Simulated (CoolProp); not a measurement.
Vapour-liquid equilibrium of R22 (1) + R152A (2) at 2190 kPa; x and y are mole fractions of (1).

The numbers come from the multi-fluid Helmholtz-energy mixture model, Kamei 1995 and Outcalt 1996; pair parameters Bell 2016 in CoolProp.

```json
[
 {"x": "0.05", "bubble temperature (°C)": "75.9", "y at the bubble point": "0.061", "dew temperature at overall composition x (°C)": "76.1", "liquid density (mol/L)": "11.23"},
 {"x": "0.125", "bubble temperature (°C)": "74.5", "y at the bubble point": "0.151", "dew temperature at overall composition x (°C)": "74.9", "liquid density (mol/L)": "11.31"},
 {"x": "0.2", "bubble temperature (°C)": "73.1", "y at the bubble point": "0.240", "dew temperature at overall composition x (°C)": "73.7", "liquid density (mol/L)": "11.40"},
 {"x": "0.275", "bubble temperature (°C)": "71.6", "y at the bubble point": "0.326", "dew temperature at overall composition x (°C)": "72.5", "liquid density (mol/L)": "11.48"},
 {"x": "0.35", "bubble temperature (°C)": "70.1", "y at the bubble point": "0.410", "dew temperature at overall composition x (°C)": "71.2", "liquid density (mol/L)": "11.56"},
 {"x": "0.425", "bubble temperature (°C)": "68.6", "y at the bubble point": "0.491", "dew temperature at overall composition x (°C)": "69.8", "liquid density (mol/L)": "11.65"},
 {"x": "0.5", "bubble temperature (°C)": "67.0", "y at the bubble point": "0.570", "dew temperature at overall composition x (°C)": "68.4", "liquid density (mol/L)": "11.73"},
 {"x": "0.575", "bubble temperature (°C)": "65.3", "y at the bubble point": "0.646", "dew temperature at overall composition x (°C)": "66.9", "liquid density (mol/L)": "11.81"},
 {"x": "0.65", "bubble temperature (°C)": "63.6", "y at the bubble point": "0.718", "dew temperature at overall composition x (°C)": "65.2", "liquid density (mol/L)": "11.89"},
 {"x": "0.725", "bubble temperature (°C)": "61.9", "y at the bubble point": "0.786", "dew temperature at overall composition x (°C)": "63.4", "liquid density (mol/L)": "11.97"},
 {"x": "0.8", "bubble temperature (°C)": "60.1", "y at the bubble point": "0.851", "dew temperature at overall composition x (°C)": "61.5", "liquid density (mol/L)": "12.04"},
 {"x": "0.875", "bubble temperature (°C)": "58.3", "y at the bubble point": "0.911", "dew temperature at overall composition x (°C)": "59.4", "liquid density (mol/L)": "12.11"},
 {"x": "0.95", "bubble temperature (°C)": "56.5", "y at the bubble point": "0.966", "dew temperature at overall composition x (°C)": "57.0", "liquid density (mol/L)": "12.17"}
]
```

No azeotrope shows between x = 0.05 and 0.95.

Pair parameters are fitted to limited data, so mixtures are less certain than the pure fluids.
